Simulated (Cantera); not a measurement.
A perfectly stirred reactor is fed with 33.3 % CH4, 66.7 % CO2, at 5.80 bar; it is held at 2223 K, and followed from long to short residence time.

Model: GRI-Mech 3.0 (53 species, 325 reactions), integrated in Cantera.

One state of this run: x CH4 = 0.0141; x CO2 = 0.111; x H2O = 0.185; x H2 = 0.189; x CO = 0.467. x: mole fraction; the columns are a selection and need not sum to one.

Problem. Which value of τ (s) does it belong to?
A. 0.0085
B. 0.0026
C. 0.00078
D. 1.0

Solution. C, 0.00078
